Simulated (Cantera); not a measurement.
A Cantera script and its output.

```python
import numpy as np
import cantera as ct

gas = ct.Solution("gri30.yaml")
gas.TPX = 1925, 210000, {'CH4': 1, 'CO2': 0.74}
reactor = ct.IdealGasConstPressureReactor(gas, energy="off", clone=False)
net = ct.ReactorNet([reactor])
net.rtol, net.atol = 1e-08, 1e-18
show = ['CH4', 'CO2', 'CH2CO', 'HO2', 'H2']
times = np.geomspace(0.0009, 5, 14)

steps = ct.SolutionArray(gas, extra=["t"])
rows = []
print(f"{'t/s':>10s}{'T/K':>9s}{'P/Pa':>11s}" + "".join(f"{s:>11s}" for s in show))
for t in times:
    while net.time < t:
        t_next = net.step()
        steps.append(gas.state, t=t_next)
    rows.append([np.interp(t, steps.t, y) for y in (steps.T, steps.P, *steps(*show).X.T)])
    print(f"{t:10.3e}{rows[-1][0]:9.1f}{rows[-1][1]:11.4g}" + "".join(f"{x:11.3e}" for x in rows[-1][2:]))
rate = np.gradient(steps.T, steps.t)
print("integrator steps:", len(steps.t))
if steps.T.max() > steps.T[0] + 200:
    print(f"time of steepest temperature rise: {steps.t[rate.argmax()]:.4e} s")
gas.TPX = 1925, 210000, {'CH4': 1, 'CO2': 0.74}
gas.equilibrate("TP")
print(f"equilibrium (TP): T = {gas.T:.1f} K  " + "  ".join(f"{s} {gas[s].X[0]:.3e}" for s in show))
```

Result:

```
       t/s      T/K       P/Pa        CH4        CO2      CH2CO        HO2         H2
 9.000e-04   1925.0    2.1e+05  8.042e-02  1.540e-01  9.912e-05  6.998e-12  3.416e-01
 1.747e-03   1925.0    2.1e+05  4.209e-02  8.094e-02  1.338e-04  6.385e-12  3.274e-01
 3.391e-03   1925.0    2.1e+05  2.493e-02  4.215e-02  1.330e-04  5.022e-12  3.323e-01
 6.583e-03   1925.0    2.1e+05  1.966e-02  3.123e-02  9.797e-05  3.159e-12  3.625e-01
 1.278e-02   1925.0    2.1e+05  1.669e-02  2.387e-02  6.109e-05  1.619e-12  4.010e-01
 2.480e-02   1925.0    2.1e+05  1.342e-02  1.644e-02  3.324e-05  6.800e-13  4.409e-01
 4.815e-02   1925.0    2.1e+05  1.009e-02  9.895e-03  1.589e-05  2.251e-13  4.768e-01
 9.346e-02   1925.0    2.1e+05  7.212e-03  4.948e-03  6.771e-06  5.304e-14  5.046e-01
 1.814e-01   1925.0    2.1e+05  5.141e-03  1.827e-03  2.658e-06  6.991e-15  5.224e-01
 3.522e-01   1925.0    2.1e+05  4.036e-03  3.741e-04  1.147e-06  2.892e-16  5.309e-01
 6.836e-01   1925.0    2.1e+05  3.742e-03  2.276e-05  8.157e-07  1.070e-18  5.330e-01
 1.327e+00   1925.0    2.1e+05  3.723e-03  1.255e-06  7.958e-07  3.461e-21  5.332e-01
 2.576e+00   1925.0    2.1e+05  3.723e-03  1.164e-06  7.957e-07  2.989e-21  5.332e-01
 5.000e+00   1925.0    2.1e+05  3.723e-03  1.164e-06  7.957e-07  2.989e-21  5.332e-01
integrator steps: 2011
equilibrium (TP): T = 1925.0 K  CH4 3.723e-03  CO2 1.171e-06  CH2CO 7.959e-07  HO2 3.028e-21  H2 5.332e-01
```

Computed with Cantera and GRI-Mech 3.0 (53 species, 325 reactions).
